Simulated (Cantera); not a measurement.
A Cantera script and what it prints.

```python
import numpy as np
import cantera as ct

gas_names = """
    CL CL2 H HCL H2 Si SiCL SiCL2 SiCL3 SiCL4 SiH SiHCL3 SiH2 SiH2CL2 SiH3 SiH3CL SiH4 Si2 Si3
""".split()
cond_names = """
    Si(cr) Si(L)
""".split()


# ... load() reads the species with a 1 bar reference pressure and builds the phases ...
atoms = {
    'SiCl4': {'Si': 1, 'CL': 4},
    'Cl2': {'CL': 2},
    'H2': {'H': 2},
}
top_T = {}  # K; cautious upper limits of use, not melting points


# ... equilibrate(T, P, feed) seeds the gas with the atoms and calls Mixture.equilibrate('TP', solver="vcs", rtol=1e-11, max_steps=5000) ...
results = []
feed = {'SiCl4': 1, 'Cl2': 0.56, 'H2': 9.3}  # mol
T = 800  # K
P = 160000  # Pa
mix = equilibrate(T, P, feed)
results.append((T, P, feed, dict(zip(mix.species_names, mix.species_moles))))
print(gas.report(threshold=0.001))
for i in range(1, mix.n_phases):
    print(f"{mix.phase(i).name:16s} {mix.phase_moles(i):12.5e} mol")
```

Output:

```
       temperature   800 K
          pressure   1.6e+05 Pa
           density   0.50576 kg/m^3
  mean mol. weight   21.026 kg/kmol
   phase of matter   gas

                          1 kg             1 kmol
                     ---------------   ---------------
          enthalpy       -2.4973e+06       -5.2507e+07  J
   internal energy       -2.8136e+06       -5.9158e+07  J
           entropy            9110.5        1.9155e+05  J/K
    Gibbs function       -9.7857e+06       -2.0575e+08  J
 heat capacity c_p            1741.9             36625  J/K
 heat capacity c_v            1346.5             28311  J/K

                      mass frac. Y      mole frac. X     chem. pot. / RT
                     ---------------   ---------------   ---------------
               HCL           0.17994           0.10377           -39.419
                H2          0.077104           0.80415           -16.729
             SiCL4           0.73883           0.09144           -145.57
     [  +16 minor]         0.0041303        0.00064127

Si(cr)            0.00000e+00 mol
```

Cantera equilibrium calculation (NASA polynomials, part measured and part estimated; ideal gas, pure solids and liquids).
